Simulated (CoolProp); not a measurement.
Properties of 1,2-dichloroethane along the isobar 0.101 MPa.

The numbers come from the reference Helmholtz-energy equation of state, Thol 2015 in CoolProp.

```tsv
T (K)	phase	density (kg/m³)	cv (kJ/(kg K))	Joule-Thomson coefficient (K/MPa)	expansivity (1/kK)	fugacity coefficient
303.1	liquid	1238	0.9069	-0.3984	1.173	0.1308
318.3	liquid	___	0.9113	-0.3806	1.223	0.2517
333.4	liquid	1193	0.9171	-0.3596	1.280	0.4491
348.6	liquid	1170	___	___	1.348	0.7561
363.7	gas	3.400	0.8095	30.21	3.005	0.9730
378.9	gas	3.252	0.8245	27.08	2.853	0.9763
394	gas	3.118	0.8400	24.40	2.718	0.9790
409.1	gas	2.995	0.8561	22.05	2.597	0.9814
424.3	gas	2.882	0.8726	19.99	2.488	0.9834
439.4	gas	2.778	___	18.20	2.388	0.9852
454.6	gas	2.680	___	16.60	2.297	0.9867
469.7	gas	2.591	0.9228	15.21	2.214	0.9880
484.9	gas	2.506	___	13.96	2.136	0.9892
500	gas	2.428	0.9561	12.85	2.065	0.9902
```

Question: What belongs in the gaps?

Answer: 
- 318.3, density (kg/m³): 1216
- 348.6, cv (kJ/(kg K)): 0.9242
- 348.6, Joule-Thomson coefficient (K/MPa): -0.3348
- 439.4, cv (kJ/(kg K)): 0.8892
- 454.6, cv (kJ/(kg K)): 0.9061
- 484.9, cv (kJ/(kg K)): 0.9396
